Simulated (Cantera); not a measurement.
Cantera run:

```python
import numpy as np
import cantera as ct

gas_names = [...]  # 123 gases of nasa_gas.yaml made of C, H, O, Si
cond_names = """
    C(gr) C6H6(L) C7H8(L) C8H18(L),n-octa H2O(s) H2O(L) Si(cr) Si(L) SiC(b) SiO2(Lqz) SiO2(hqz) SiO2(L)
""".split()


# ... load() reads the species with a 1 bar reference pressure and builds the phases ...
atoms = {
    'TEOS': {'Si': 1, 'C': 8, 'H': 20, 'O': 4},
    'H2O': {'H': 2, 'O': 1},
    'CO2': {'C': 1, 'O': 2},
}
top_T = {'C(gr)': 4500, 'SiC(b)': 3050}  # K; cautious upper limits of use, not melting points


# ... equilibrate(T, P, feed) seeds the gas with the atoms and calls Mixture.equilibrate('TP', solver="vcs", rtol=1e-11, max_steps=5000) ...
results = []
feed = {'TEOS': 1, 'H2O': 0.9, 'CO2': 0.2}  # mol
T = 1648  # K
P = 1000  # Pa
mix = equilibrate(T, P, feed)
results.append((T, P, feed, dict(zip(mix.species_names, mix.species_moles))))
print(gas.report(threshold=0.0001))
for i in range(1, mix.n_phases):
    print(f"{mix.phase(i).name:16s} {mix.phase_moles(i):12.5e} mol")
```

It prints:

```
       temperature   1648 K
          pressure   1000 Pa
           density   0.00076887 kg/m^3
  mean mol. weight   10.535 kg/kmol
   phase of matter   gas

                          1 kg             1 kmol
                     ---------------   ---------------
          enthalpy        5.8174e+05        6.1288e+06  J
   internal energy       -7.1887e+05       -7.5734e+06  J
           entropy             23582        2.4844e+05  J/K
    Gibbs function       -3.8281e+07        -4.033e+08  J
 heat capacity c_p            3206.8             33784  J/K
 heat capacity c_v            2417.6             25470  J/K

                      mass frac. Y      mole frac. X     chem. pot. / RT
                     ---------------   ---------------   ---------------
                CO           0.86652           0.32592           -40.854
                 H        6.9855e-05         0.0007301           -11.942
                H2           0.12863           0.67219           -23.884
               SiO         0.0046921         0.0011213           -47.703
     [ +119 minor]        8.8309e-05        3.8354e-05

C(gr)             1.93530e+00 mol
Si(cr)            0.00000e+00 mol
SiC(b)            9.81821e-01 mol
SiO2(hqz)         0.00000e+00 mol
```

Method: chemical equilibrium by Gibbs-energy minimisation in Cantera with the NASA 1993 tables (ideal gas, pure condensed phases). The feed counts by its element totals alone.
